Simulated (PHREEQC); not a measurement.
Consider water at 25 °C with 0.26 mol Cu(NO3)2 and 0.002 mol FeCl3 per kg of water. Closed to the air; pH follows from the charge balance.

Computed with PHREEQC (ion-association model, phreeqc.dat).

Each row changes one thing in this solution. Precipitation was switched off in this run.

```csv
case,pH,ionic strength (mol/kgw)
as made,2.93,0.788
FeCl3 left out,…,…
Cu(NO3)2 left out,2.80,0.00899
Cu(NO3)2 replaced by Cd(NO3)2 at the same molality,2.92,…
Cu(NO3)2 from 0.26 to 0.39 mol/kgw,2.95,…
Cu(NO3)2 from 0.26 to 0.234 mol/kgw,2.92,0.710
Cu(NO3)2 from 0.26 to 0.52 mol/kgw,…,1.57
FeCl3 from 0.002 to 0.0022 mol/kgw,2.90,0.789
FeCl3 from 0.002 to 0.02 mol/kgw,2.27,0.865
```

### Question
Complete the blanks.

### Answer

- FeCl3 left out, pH: 4.05
- FeCl3 left out, ionic strength (mol/kgw): 0.780
- Cu(NO3)2 replaced by Cd(NO3)2 at the same molality, ionic strength (mol/kgw): 0.667
- Cu(NO3)2 from 0.26 to 0.39 mol/kgw, ionic strength (mol/kgw): 1.18
- Cu(NO3)2 from 0.26 to 0.52 mol/kgw, pH: 2.96

The ionic strength passes 0.7 mol/kgw, the rough limit of the ion-association models, in as made; FeCl3 left out; Cu(NO3)2 from 0.26 to 0.39 mol/kgw; Cu(NO3)2 from 0.26 to 0.234 mol/kgw; Cu(NO3)2 from 0.26 to 0.52 mol/kgw; FeCl3 from 0.002 to 0.0022 mol/kgw; FeCl3 from 0.002 to 0.02 mol/kgw. Species that the database lacks are ignored. Some of these states are supersaturated (in Hematite (slow to form), Goethite (slow to form), for instance).
